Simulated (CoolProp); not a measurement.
The fluid at 298.15 K and 9.23 MPa flows at 0.15 m/s in a round tube of 10 mm bore and 0.25 µm roughness, fully developed (64/Re and Nu = 3.66 if laminar; Colebrook and Gnielinski if turbulent). The same conditions are run with several fluids, on thermodynamics alone (safety and materials aside).

The numbers come from the reference Helmholtz-energy equation of state of each fluid (carbon dioxide: Span 1996; propane: Lemmon 2009; R134a: Tillner-Roth 1994; ethylbenzene: Zhou 2012; R410A: Lemmon 2003) in CoolProp. Blends and air are pseudo-pure fits.

**Question.** Rank carbon dioxide, propane, R134a, ethylbenzene, R410A by Reynolds number, highest first.

**Answer.** carbon dioxide (16700), R410A (11900), R134a (8370), propane (6860), ethylbenzene (1980)

| fluid | Darcy friction factor | pressure drop (Pa/m) | heat-transfer coefficient (W/(m² K)) | mass flow (kg/h) |
|---|---|---|---|---|
| carbon dioxide | 0.0271 | 24.5 | 725 | 34.1 |
| propane | 0.0342 | 19.8 | 394 | 21.8 |
| R134a | 0.0324 | 45.6 | 443 | 53.0 |
| ethylbenzene | 0.0324 | 31.7 | 47.7 | 36.9 |
| R410A | 0.0295 | 37.1 | 562 | 47.3 |

Transport values come from each fluid's own correlations; those of R134a, ethylbenzene are estimates that may be off by 10 % or more.
